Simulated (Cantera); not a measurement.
## Stirred combustor or abatement burner

A perfectly stirred reactor is fed with 17.4 % H2, 17.4 % O2, 65.3 % N2, equivalence ratio 0.50, at 100000 Pa; it is adiabatic with a 550 K inlet, and is followed from long to short residence time, starting on the burning branch (τ in s: 0.2, 0.077, 0.03, 0.011, 0.0044, 0.0017, 0.00065, 0.00025, 9.6e-05, 3.7e-05).

Detailed kinetics in Cantera: the H2/O2 subset of GRI-Mech 3.0, which has no nitrogen chemistry.

```
τ (s)    T (K)      x H2    x O2    x HO2   x H2O2       x H
-------  -----  --------  ------  -------  -------  --------
0.20      1850  0.000133  0.0946  1.48e-6  8.83e-8   1.33e-5
0.077     1847  0.000228  0.0945  2.01e-6  1.16e-7   2.91e-5
0.030     1841  0.000412  0.0943  3.09e-6  1.63e-7   7.03e-5
0.011     1832  0.000789  0.0941  5.29e-6  2.40e-7  0.000188
0.0044    1816   0.00142  0.0938  8.82e-6  3.45e-7  0.000463
0.0017    1789   0.00258  0.0934  1.47e-5  5.09e-7   0.00115
0.00065   1743   0.00454  0.0932  2.34e-5  7.81e-7   0.00276
0.00025   1670   0.00763  0.0936  3.48e-5  1.30e-6   0.00607
9.6e-5    1562    0.0127  0.0955  4.90e-5  2.49e-6    0.0119
3.7e-5    1409    0.0241   0.102  6.93e-5  5.41e-6    0.0193
```
x: mole fraction; the columns are a selection and need not sum to one.
